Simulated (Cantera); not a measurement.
Feed: 1 mol Si2H6, a varied amount of Cl2, 8.4 mol H2, equilibrated at 1073 K and 0.0280 bar.

Method: chemical equilibrium by Gibbs-energy minimisation in Cantera with the NASA 1993 tables (ideal gas, pure condensed phases). Candidate condensed phases: Si; 19 gas species. The feed counts by its element totals alone. Equilibrium is a limit: real reactors are often held back by kinetics, nucleation or transport.

Task: What share of the Si ends up in condensed phases as a function of n(Cl2) (mol), at 0.0065, 0.013, 0.028, 0.056, 0.12, 0.24, 0.49?

Result: 
```json
[
 {"n(Cl2) (mol)": "0.0065", "Si condensed (%)": "100.0", "as": "Si(s)"},
 {"n(Cl2) (mol)": "0.013", "Si condensed (%)": "100.0", "as": "Si(s)"},
 {"n(Cl2) (mol)": "0.028", "Si condensed (%)": "100.0", "as": "Si(s)"},
 {"n(Cl2) (mol)": "0.056", "Si condensed (%)": "99.8", "as": "Si(s)"},
 {"n(Cl2) (mol)": "0.12", "Si condensed (%)": "98.9", "as": "Si(s)"},
 {"n(Cl2) (mol)": "0.24", "Si condensed (%)": "96.5", "as": "Si(s)"},
 {"n(Cl2) (mol)": "0.49", "Si condensed (%)": "90.7", "as": "Si(s)"}
]
```
